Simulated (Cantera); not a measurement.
Charge: 1 mol SiH4, 0.82 mol CH4, 1 mol H2, at 1.20 mbar.

These are equilibrium values from Cantera (NASA tables, ideal gas, pure condensed phases), not measurements of a reactor. Candidate condensed phases: C, C6H6, C7H8, C8H18, Si, SiC; 87 gas species. Mutual solubility and eutectic melting of coexisting phases are not modelled. Gases not in the tables: Si2H6 and higher silanes. The numbers say what is thermodynamically allowed, not how fast it happens.

**Question.** Which condensed phases are stable at each of these points (T (°C)): 1600, 1650, 1700, 1750, 1800, 1850, 1900, 1950, 2000, 2050, 2100, 2150, 2200?

**Answer.** 
```
T (°C)      condensed phases  Si condensed (%)
------  --------------------  ----------------
1600          Si(l) + SiC(s)              96.2
1650          Si(l) + SiC(s)              92.6
1700          Si(l) + SiC(s)              85.9
1750                  SiC(s)              81.5
1800                  SiC(s)              81.3
1850                  SiC(s)              80.8
1900                  SiC(s)              78.8
1950    C(graphite) + SiC(s)              70.5
2000    C(graphite) + SiC(s)              39.3
2050             C(graphite)               0.0
2100             C(graphite)               0.0
2150             C(graphite)               0.0
2200             C(graphite)               0.0
```

From 1600 °C to 1700 °C the condensed part is Si(l) + SiC(s). From 1750 °C to 1900 °C the condensed part is SiC(s). From 1950 °C to 2000 °C the condensed part is C(graphite) + SiC(s). From 2050 °C to 2200 °C the condensed part is C(graphite).
